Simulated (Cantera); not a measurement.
Charge: 1 mol C2F6, 0.026 mol HCl, at 2600 K and 1.33 mbar.

These are equilibrium values from Cantera (NASA tables, ideal gas, pure condensed phases), not measurements of a reactor. The feed counts by its element totals alone. The numbers say what is thermodynamically allowed, not how fast it happens.

```tsv
species	before	after
CF2	0.0610	0.469
F	0.888	0.347
CF4	2.04e-5	0.134
CF3	0.000103	0.0231
CF	0.0390	0.0102
C2F4	5.63e-9	2.49e-5
C3	0.00166	6.73e-6
C2	0.000156	9.40e-7
C	0.000468	4.19e-6
ClF	4.70e-7	2.48e-5
H	1.52e-5	9.44e-7
C(graphite), mol	1.40	0
```
Gas species are given as mole fractions.

### Question
Which change was made?
(A) pressure from 1.33 mbar to 0.100 bar
(B) HCl from 0.026 to 0.067 mol
(C) HCl from 0.026 to 0.02 mol
(D) temperature from 2600 K to 2798.15 K

### Answer
A, pressure from 1.33 mbar to 0.100 bar. The tables' values for C2F4 are old estimates; treat these amounts as uncertain. Gases not in the tables: C2F6 and larger saturated fluorocarbons
